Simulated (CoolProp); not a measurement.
Saturated liquid density (kg/m³) of c-C4F8 (RC318): the reference equation beside estimates from Tc = 115.2 °C, pc = 2778 kPa, ω = 0.355. Rackett uses Z = 0.29056 − 0.08775 ω.

Model: reference Helmholtz-energy equation of state, Platzer 1990, in CoolProp. This equation is an older, rougher fit; its heat capacities, sound speeds and derivatives of the liquid may be far off and weren't checked against measurements.

```json
[
 {"T (°C)": "6.95", "reference": "1568", "Rackett": "[?]", "van der Waals": "963.5", "Soave-Redlich-Kwong": "1475", "Peng-Robinson": "1671"},
 {"T (°C)": "11.35", "reference": "1552", "Rackett": "1674", "van der Waals": "953.3", "Soave-Redlich-Kwong": "1458", "Peng-Robinson": "1651"},
 {"T (°C)": "15.75", "reference": "[?]", "Rackett": "1655", "van der Waals": "942.8", "Soave-Redlich-Kwong": "1440", "Peng-Robinson": "1631"},
 {"T (°C)": "20.15", "reference": "1518", "Rackett": "[?]", "van der Waals": "932.1", "Soave-Redlich-Kwong": "1421", "Peng-Robinson": "1611"},
 {"T (°C)": "24.55", "reference": "1500", "Rackett": "1616", "van der Waals": "[?]", "Soave-Redlich-Kwong": "[?]", "Peng-Robinson": "1589"},
 {"T (°C)": "28.85", "reference": "1483", "Rackett": "1596", "van der Waals": "910.1", "Soave-Redlich-Kwong": "1382", "Peng-Robinson": "1567"},
 {"T (°C)": "33.25", "reference": "1464", "Rackett": "1576", "van der Waals": "[?]", "Soave-Redlich-Kwong": "1361", "Peng-Robinson": "1544"},
 {"T (°C)": "37.65", "reference": "1445", "Rackett": "1555", "van der Waals": "886.5", "Soave-Redlich-Kwong": "1339", "Peng-Robinson": "1520"},
 {"T (°C)": "42.05", "reference": "1426", "Rackett": "1533", "van der Waals": "874.2", "Soave-Redlich-Kwong": "1317", "Peng-Robinson": "1494"},
 {"T (°C)": "46.45", "reference": "1406", "Rackett": "1511", "van der Waals": "861.4", "Soave-Redlich-Kwong": "1293", "Peng-Robinson": "1468"},
 {"T (°C)": "50.85", "reference": "1386", "Rackett": "[?]", "van der Waals": "848.3", "Soave-Redlich-Kwong": "[?]", "Peng-Robinson": "1440"}
]
```

Task: Some entries are withheld; supply them.

Result: 
- 6.95, Rackett: 1693
- 15.75, reference: 1535
- 20.15, Rackett: 1636
- 24.55, van der Waals: 921.1
- 24.55, Soave-Redlich-Kwong: 1401
- 33.25, van der Waals: 898.4
- 50.85, Rackett: 1487
- 50.85, Soave-Redlich-Kwong: 1269

Absolute difference from the reference over all 11 rows, mean and median: Rackett 7.7 and 7.7 %, van der Waals 38.6 and 38.6 %, Soave-Redlich-Kwong 7.0 and 6.8 %, Peng-Robinson 5.5 and 5.7 %.
